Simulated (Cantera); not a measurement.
A Cantera script and its output.

```python
import numpy as np
import cantera as ct

surf = ct.Interface("ptcombust.yaml", "Pt_surf")
gas = surf.adjacent["gas"]
gas.TPX = 900, 101325, {'CO': 0.0059, 'O2': 0.041, 'N2': 0.79}
surf.TP = 900, 101325
reactor = ct.FlowReactor(gas, clone=False)
reactor.area = 0.0001  # m2
reactor.surface_area_to_volume_ratio = 340  # 1/m
reactor.mass_flow_rate = 0.19 * reactor.area * gas.density  # inlet velocity 0.19 m/s
reactor.energy_enabled = False
wall = ct.ReactorSurface(surf, reactor, clone=False)
net = ct.ReactorNet([reactor])
net.rtol, net.atol = 1e-8, 1e-16
show, cover = ['CO', 'O2', 'H2O', 'CO2'], ['PT(S)', 'H(S)', 'O(S)', 'OH(S)', 'CO(S)', 'C(S)']

rows = []
print(f"{'z/m':>9s}{'u/(m/s)':>9s}" + "".join(f"{s:>13s}" for s in show + cover))
for z in [8.3e-05, 0.00016, 0.00031, 0.0006, 0.0012, 0.0022, 0.0043, 0.0083]:
    net.advance(z)
    rows.append([reactor.speed, *gas[show].X, *surf[cover].coverages])
    print(f"{z:9.4g}{rows[-1][0]:9.3g}" + "".join(f"{x:13.4e}" for x in rows[-1][1:]))
```

Result:

```
      z/m  u/(m/s)           CO           O2          H2O          CO2        PT(S)         H(S)         O(S)        OH(S)        CO(S)         C(S)
  8.3e-05    0.189   7.2668e-04   4.5973e-02   1.5070e-28   6.3455e-03   1.4390e-01  -5.7429e-24   8.5574e-01  -1.5613e-19   3.6058e-04   1.5149e-15
  0.00016    0.189   3.0146e-04   4.5770e-02   2.1267e-27   6.7722e-03   1.3529e-01   5.6912e-24   8.6457e-01  -2.0579e-20   1.3098e-04   5.1209e-16
  0.00031    0.189   6.2724e-05   4.5656e-02   5.2270e-27   7.0118e-03   1.3127e-01   1.6917e-24   8.6871e-01   4.8428e-20   2.5540e-05   9.6424e-17
   0.0006    0.189   3.3171e-06   4.5628e-02   3.1320e-29   7.0714e-03   1.3034e-01   1.7395e-24   8.6966e-01   4.7577e-20   1.3302e-06   4.9810e-18
   0.0012    0.189   7.7905e-09   4.5626e-02  -1.1075e-33   7.0748e-03   1.3029e-01   1.7483e-24   8.6971e-01   4.7836e-20   3.1215e-09   1.1683e-20
   0.0022    0.189   3.2398e-13   4.5626e-02   1.6069e-33   7.0748e-03   1.3029e-01   1.7708e-24   8.6971e-01   4.8453e-20   1.2981e-13   4.8586e-25
   0.0043    0.189   1.9723e-18   4.5626e-02   1.1211e-35   7.0748e-03   1.3029e-01   1.8147e-24   8.6971e-01   4.9654e-20   2.8931e-19   1.2445e-30
   0.0083    0.189   1.4401e-19   4.5626e-02   4.7010e-36   7.0748e-03   1.3029e-01   1.8833e-24   8.6971e-01   5.1531e-20   2.5365e-22   1.3560e-31
```

Model: Deutschmann's 1995 Pt surface mechanism with GRI-Mech 3.0 gas chemistry, integrated in Cantera. Catalytic surfaces can have several steady states; this one follows from the mechanism file's or the stated starting coverage. Mass transfer to the wall is taken as infinitely fast.
